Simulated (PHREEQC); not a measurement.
Dissolve 0.00086 mol ZnSO4, 0.032 mol H3BO3 and 0.00066 mol FeSO4 per kg of water at 47 °C. Closed to the air; pH follows from the charge balance.

Equilibrium calculation in PHREEQC: ion-association model, wateq4f.dat.

This is a speciation only: nothing precipitates in the calculation.

Q: Predict the pH, ionic strength.

A: pH 5.29; ionic strength 0.00513 mol/kgw.

Q: In which forms is S present?

A: SO4-2 84 %, ZnSO4 9.0 %, FeSO4 6.6 % of the S.

Away from 25 °C the constants follow the database's enthalpies or fits; those with neither stay at their 25 °C values.
